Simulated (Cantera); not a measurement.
An adiabatic, constant-pressure homogeneous reactor starts with CH4 : O2 : N2 = 1 : 4.55 : 17.1 (molar parts), at 1525 K and 188 Torr. Integrator tolerance rtol = 1e-08.

Detailed kinetics in Cantera: GRI-Mech 3.0 (53 species, 325 reactions).

**Question.** What does this change do: pressure from 188 Torr to 1280 Torr?

**Answer.** 
```csv
quantity,before,after
time of steepest temperature rise,2.37 ms,0.471 ms
temperature at 3.00 s,2323 K,2364 K
equilibrium temperature,2323 K,2364 K
x(CH4) at 3.00 s,<1e-12 (gas-phase equilibrium <1e-12),<1e-12 (gas-phase equilibrium <1e-12)
x(O2) at 3.00 s,0.105 (gas-phase equilibrium 0.105),0.105 (gas-phase equilibrium 0.105)
x(C2H2) at 3.00 s,<1e-12 (gas-phase equilibrium <1e-12),<1e-12 (gas-phase equilibrium <1e-12)
x(C2H6) at 3.00 s,<1e-12 (gas-phase equilibrium <1e-12),<1e-12 (gas-phase equilibrium <1e-12)
x(NO) at 3.00 s,0.0113 (gas-phase equilibrium 0.0113),0.0123 (gas-phase equilibrium 0.0123)
x(CO) at 3.00 s,0.00338 (gas-phase equilibrium 0.00338),0.00173 (gas-phase equilibrium 0.00173)
```
